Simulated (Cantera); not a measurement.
Input: 1 mol PbO, 3 mol CH4, 6.6 mol N2, held at 0.000410 bar.

Equilibrium computed with Cantera from the NASA thermochemical tables; the gas is ideal and each condensed phase is pure. Candidate condensed phases: C, C6H6, C7H8, C8H18, H2O, Pb, PbO, PbO2, Pb3O4; 139 gas species. Kinetics and transport are ignored.

x: gas mole fraction; n: condensed amount in mol.

```tsv
T (K)	x H	x N2	x H2	x CO	x Pb	x HCN	x CN	n C(graphite)
1898	0.0242	0.444	0.392	0.0677	0.0677	0.00403	(withheld)	1.93
1998	0.0484	0.438	0.373	0.0668	0.0668	0.00592	(withheld)	1.90
2098	0.0890	0.428	0.343	0.0654	0.0654	0.00816	(withheld)	1.85
2198	0.150	0.412	0.298	0.0633	0.0633	0.0105	(withheld)	1.79
2298	0.232	0.392	0.240	0.0605	0.0605	0.0125	(withheld)	1.73
2398	0.324	0.370	0.173	0.0573	0.0573	0.0137	(withheld)	1.65
2498	0.410	0.349	0.111	0.0542	0.0542	0.0139	(withheld)	1.53
2598	0.474	0.329	0.0635	0.0515	0.0515	0.0130	(withheld)	1.17
```

### Question
Fill in the missing entries.

### Answer

- 1898, x CN: 4.57e-6
- 1998, x CN: 1.80e-5
- 2098, x CN: 6.17e-5
- 2198, x CN: 0.000188
- 2298, x CN: 0.000513
- 2398, x CN: 0.00128
- 2498, x CN: 0.00296
- 2598, x CN: 0.00639
